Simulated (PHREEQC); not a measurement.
Make-up at 76 °C: 0.074 mol CuCl2 and 0.00047 mol Na2SO4 per kg of water. Closed to the air; pH follows from the charge balance.

Model: ion-association model, phreeqc.dat, run in PHREEQC.

This is a speciation only: nothing precipitates in the calculation.

Q: Predict the pH, ionic strength.

A: pH 3.85; ionic strength 0.153 mol/kgw.

Q: In which forms is Cu present?

A: Cu+2 54 %, CuCl+ 44 %, CuCl2 2.1 % of the Cu.

Species that the database lacks are ignored. At this temperature some constants are extrapolated from 25 °C, and those without enthalpy data are left unchanged.
